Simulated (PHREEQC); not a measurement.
## Hard or scaling water: speciation

A solution holds 10 mmol/kgw BaCl2 and 85 mmol/kgw KCl, at 25 °C. Closed to the air; pH follows from the charge balance.

Model: ion-association model, phreeqc.dat, run in PHREEQC.

Precipitation was switched off in this run.

Task: Estimate the specific conductance, density.

Result: specific conductance 12600 µS/cm; density 1.003 g/cm³.
